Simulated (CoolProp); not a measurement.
C3F8 (R218) along the isotherm 166.85 °C: Z from the reference equation and from simpler models built on Tc = 71.9 °C, pc = 2.640 MPa, ω = 0.317; each cubic takes its own stable root.

Model: reference Helmholtz-energy equation of state, Lemmon 2006, in CoolProp. It is a short technical equation, of lower accuracy than the large ones.

| p (MPa) | phase | reference |
|---|---|---|
| 0.825 | gas | 0.9576 |
| 1.65 | gas | 0.9138 |
| 2.48 | gas | 0.8688 |
| 3.3 | supercritical | 0.8247 |
| 4.13 | supercritical | 0.7826 |
| 4.95 | supercritical | 0.7461 |
| 5.78 | supercritical | 0.7171 |
| 6.6 | supercritical | 0.6975 |

Q: How far does each simpler model (van der Waals, Soave-Redlich-Kwong, Peng-Robinson) lie from the reference over these 8 states: mean and median of the absolute difference, and the worst?

A: 
- van der Waals: mean 8.3 %, median 8.7 %, worst -14.7 % at 166.85 °C and 5.78 MPa
- Soave-Redlich-Kwong: mean 2.9 %, median 2.4 %, worst +6.7 % at 166.85 °C and 6.6 MPa
- Peng-Robinson: mean 1.0 %, median 1.0 %, worst -1.7 % at 166.85 °C and 2.48 MPa
